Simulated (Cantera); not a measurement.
Transport properties of process gases

Gas mixture: N₂O = 0.25 (molar parts), at 500000 Pa, frozen composition.

Cantera's kinetic-theory transport with the Lennard-Jones parameters of GRI-Mech 3.0, ideal gas; thermal conductivity in the multicomponent form. The composition is frozen, though it would react at the higher temperatures.

```
T (K)  ρ (kg/m³)  cp (J/kg/K)  μ (µPa s)  λ (mW/m/K)     Pr  D (cm²/s) H  D (cm²/s) CO₂  D (cm²/s) H₂O
-----  ---------  -----------  ---------  ----------  -----  -----------  -------------  -------------
400         6.62        970.3       19.5        25.3  0.746        0.336         0.0389         0.0592
550         4.81         1073       25.5        36.7  0.745        0.596         0.0701          0.110
700         3.78         1150       30.8        47.7  0.743        0.909          0.108          0.173
850         3.11         1210       35.6        58.1  0.741         1.27          0.152          0.247
1000        2.65         1255       40.0        67.9  0.740         1.68          0.201          0.331
1150        2.30         1285       44.1        76.8  0.738         2.13          0.256          0.424
1300        2.04         1311       48.0        85.5  0.737         2.61          0.316          0.525
```
D: mixture-averaged diffusion coefficient of that species in the mixture.
